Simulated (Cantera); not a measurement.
Charge: 1 mol Si, 0.38 mol CO₂, 33 mol H₂, equilibrated at 2.00 mbar.

These are equilibrium values from Cantera (NASA tables, ideal gas, pure condensed phases), not measurements of a reactor. Candidate condensed phases: C, C₆H₆, C₇H₈, C₈H₁₈, H₂O, Si, SiC, SiO₂; 123 gas species. The numbers say what is thermodynamically allowed, not how fast it happens.

### Question
At 1673 K, list the 5 most abundant gas species with their mole fractions, and the condensed phases.

### Answer
H₂ 0.975, SiO 0.0203, H 0.00251, CO 0.00215, Si 0.000140. Condensed: SiC(s).
